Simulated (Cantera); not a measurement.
Input: 1 mol FeS2, 0.81 mol SO2, 7.4 mol N2, held at 1598.15 K and 101000 Pa.

Cantera equilibrium calculation (NASA polynomials, part measured and part estimated; ideal gas, pure solids and liquids). Candidate condensed phases: Fe, FeO, FeS, FeSO4, FeS2, Fe2O3, Fe2(SO4)3, Fe3O4, S; 19 gas species. FeS: taken at fixed stoichiometry. Kinetics and transport are ignored.

Base state: N2 0.849, SO2 0.0910, S2 0.0555, SO 0.00228, S2O 0.00170, S 2.78e-5 (mole fractions); condensed: FeS(l).

### Question
What changes in the equilibrium state with this change: temperature from 1598.15 K to 1100 K?

### Answer
| species | before | after |
|---|---|---|
| N2 | 0.849 | 0.850 |
| SO2 | 0.0910 | 0.0920 |
| S2 | 0.0555 | 0.0560 |
| SO | 0.00228 | 3.66e-5 |
| S | 2.78e-5 | 1.73e-8 |
| S2O | 0.00170 | 0.00196 |
| FeS(l), mol | 1.00 | 0 |
| FeS(s), mol | 0 | 1.00 |
Gases not in the tables: S3 to S7.
